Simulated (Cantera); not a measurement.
Input: 1 mol CuO, 10 mol CO, 0.76 mol N2, held at 948 K and 1.00 bar.

Method: chemical equilibrium by Gibbs-energy minimisation in Cantera with the NASA 1993 tables (ideal gas, pure condensed phases). Candidate condensed phases: C, Cu, CuO, Cu2O; 27 gas species. The numbers say what is thermodynamically allowed, not how fast it happens.

Base state: CO 0.489, CO2 0.419, N2 0.0917 (mole fractions); condensed: C(graphite) + Cu(s).

Task: What changes in the equilibrium state with this change: pressure from 1.00 bar to 58.0 Pa?

Result: 
```csv
species,before,after
CO,0.489,0.836
CO2,0.419,0.0929
N2,0.0917,0.0706
"C(graphite), mol",2.47,0
"Cu(s), mol",1.00,1.00
```
